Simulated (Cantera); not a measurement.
What does this Cantera script print?

```python
import numpy as np
import cantera as ct

gas_names = """
    F2 O
""".split()
cond_names = """
    Cu2O(s) Cu2O(L) CuF2(s) CuF2(L)
""".split()


def load(file, names, dense=False):
    # The tables refer to 1 bar. Condensed volumes are neglected.
    table = {s.name: s for s in ct.Species.list_from_file(file)}
    out = []
    for n in names:
        d = dict(table[n].input_data)
        d["thermo"] = dict(d["thermo"], **{"reference-pressure": 1e5})
        if dense:
            d["equation-of-state"] = {"model": "constant-volume", "density": "1e6 g/cm^3"}
        out.append(ct.Species.from_dict(d))
    return out


species = {s.name: s for s in load("nasa_gas.yaml", gas_names) + load("nasa_condensed.yaml", cond_names)}
# Each term lists the table entries of one substance; the one whose range holds T is used.
reactions = {
    'Cu2O + 2 F2(g) = O(g) + 2 CuF2':
        [(-1, ['Cu2O(s)', 'Cu2O(L)']), (-2, ['F2']), (1, ['O']), (2, ['CuF2(s)', 'CuF2(L)'])],
}


def pick(names, T):
    return next(species[n] for n in names if species[n].thermo.min_temp <= T <= species[n].thermo.max_temp)


results = []
for label, terms in reactions.items():
    print(label)
    print("     T/K   dH/kJ  dS/(J/K)   dG/kJ   log10 K")
    for T in [575, 675, 775, 875, 975, 1075, 1175, 1275, 1375, 1475, 1575]:
        used = [(nu, pick(names, T)) for nu, names in terms]
        dH = sum(nu * s.thermo.h(T) for nu, s in used) / 1e6
        dS = sum(nu * s.thermo.s(T) for nu, s in used) / 1e3
        dG = dH - T * dS / 1e3
        logK = -dG * 1e6 / (ct.gas_constant * T * np.log(10))
        results.append((label, T, dH, dS, dG, logK, [s.name for _, s in used]))
        print(f"{T:8g} {dH:8.1f} {dS:8.1f} {dG:8.1f} {logK:8.2f}")
```

Output:

```
Cu2O + 2 F2(g) = O(g) + 2 CuF2
     T/K   dH/kJ  dS/(J/K)   dG/kJ   log10 K
     575   -648.4   -159.9   -556.5    50.55
     675   -644.3   -153.3   -540.8    41.85
     775   -639.9   -147.2   -525.8    35.44
     875   -635.4   -141.7   -511.4    30.53
     975   -630.8   -136.8   -497.4    26.65
    1075   -626.2   -132.3   -484.0    23.52
    1175   -510.1    -27.6   -477.6    21.23
    1275   -504.1    -22.8   -475.1    19.46
    1375   -498.6    -18.6   -473.0    17.97
    1475   -493.4    -15.0   -471.3    16.69
    1575   -553.5    -54.6   -467.5    15.50
```

Cantera with NASA thermochemical tables; ideal gases at 1 bar, condensed phases pure. Condensed species are held in their standard states even where they would react or evaporate.
